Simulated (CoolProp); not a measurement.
Saturation properties of carbon dioxide.

Computed with CoolProp (reference Helmholtz-energy equation of state, Span 1996).

```csv
T (K),p (bar),enthalpy of vaporisation (kJ/kg),vapour viscosity (µPa s)
237.9,11.92,313.7,12.0
242.1,13.78,305.6,12.2
246.4,15.90,296.9,12.5
250.6,18.19,288.0,12.8
254.9,20.78,278.5,13.1
259.1,23.56,268.7,13.3
263.4,26.68,258.0,13.7
267.6,30.00,246.9,14.0
271.9,33.71,234.6,14.4
```

Viscosity comes from a separate model (Laesecke 2017).
